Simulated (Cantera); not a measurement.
Cantera run, input and output.

```python
import numpy as np
import cantera as ct

gas = ct.Solution("gri30.yaml")
gas.TPX = 1625, 710000, {'H2': 1, 'O2': 0.333, 'N2': 1.25}
reactor = ct.IdealGasReactor(gas, energy="on", clone=False)
net = ct.ReactorNet([reactor])
net.rtol, net.atol = 1e-08, 1e-16
show = ['H2', 'O2', 'NO', 'NO2', 'H']
times = np.geomspace(1e-05, 5, 16)

steps = ct.SolutionArray(gas, extra=["t"])
rows = []
print(f"{'t/s':>10s}{'T/K':>9s}{'P/Pa':>11s}" + "".join(f"{s:>11s}" for s in show))
for t in times:
    while net.time < t:
        t_next = net.step()
        steps.append(gas.state, t=t_next)
    rows.append([np.interp(t, steps.t, y) for y in (steps.T, steps.P, *steps(*show).X.T)])
    print(f"{t:10.3e}{rows[-1][0]:9.1f}{rows[-1][1]:11.4g}" + "".join(f"{x:11.3e}" for x in rows[-1][2:]))
rate = np.gradient(steps.T, steps.t)
print("integrator steps:", len(steps.t))
if steps.T.max() > steps.T[0] + 200:
    print(f"time of steepest temperature rise: {steps.t[rate.argmax()]:.4e} s")
gas.TPX = 1625, 710000, {'H2': 1, 'O2': 0.333, 'N2': 1.25}
gas.equilibrate("UV")
print(f"equilibrium (UV): T = {gas.T:.1f} K  " + "  ".join(f"{s} {gas[s].X[0]:.3e}" for s in show))
```

It prints:

```
       t/s      T/K       P/Pa         H2         O2         NO        NO2          H
 1.000e-05   3254.9  1.285e+06  1.472e-01  2.253e-03  1.804e-03  3.282e-07  3.504e-02
 2.398e-05   3248.1  1.283e+06  1.485e-01  2.118e-03  3.742e-03  6.622e-07  3.462e-02
 5.753e-05   3243.8  1.281e+06  1.494e-01  2.036e-03  4.970e-03  8.640e-07  3.436e-02
 1.380e-04   3243.4  1.281e+06  1.495e-01  2.028e-03  5.088e-03  8.829e-07  3.433e-02
 3.309e-04   3243.4  1.281e+06  1.495e-01  2.028e-03  5.088e-03  8.830e-07  3.433e-02
 7.937e-04   3243.4  1.281e+06  1.495e-01  2.028e-03  5.088e-03  8.830e-07  3.433e-02
 1.904e-03   3243.4  1.281e+06  1.495e-01  2.028e-03  5.088e-03  8.830e-07  3.433e-02
 4.566e-03   3243.4  1.281e+06  1.495e-01  2.028e-03  5.088e-03  8.830e-07  3.433e-02
 1.095e-02   3243.4  1.281e+06  1.495e-01  2.028e-03  5.088e-03  8.830e-07  3.433e-02
 2.627e-02   3243.4  1.281e+06  1.495e-01  2.028e-03  5.088e-03  8.830e-07  3.433e-02
 6.300e-02   3243.4  1.281e+06  1.495e-01  2.028e-03  5.088e-03  8.830e-07  3.433e-02
 1.511e-01   3243.4  1.281e+06  1.495e-01  2.028e-03  5.088e-03  8.830e-07  3.433e-02
 3.624e-01   3243.4  1.281e+06  1.495e-01  2.028e-03  5.088e-03  8.830e-07  3.433e-02
 8.692e-01   3243.4  1.281e+06  1.495e-01  2.028e-03  5.088e-03  8.830e-07  3.433e-02
 2.085e+00   3243.4  1.281e+06  1.495e-01  2.028e-03  5.088e-03  8.830e-07  3.433e-02
 5.000e+00   3243.4  1.281e+06  1.495e-01  2.028e-03  5.088e-03  8.830e-07  3.433e-02
integrator steps: 1139
time of steepest temperature rise: 1.3206e-06 s
equilibrium (UV): T = 3243.4 K  H2 1.495e-01  O2 2.028e-03  NO 5.088e-03  NO2 8.830e-07  H 3.433e-02
```

Cantera simulation using GRI-Mech 3.0 (53 species, 325 reactions); the numbers are that mechanism's predictions, not measurements. The hydrogen kinetics of GRI-Mech 3.0 are dated; newer H2 mechanisms differ, most at raised pressure. Above 3000 K some thermodynamic fits are extrapolated.
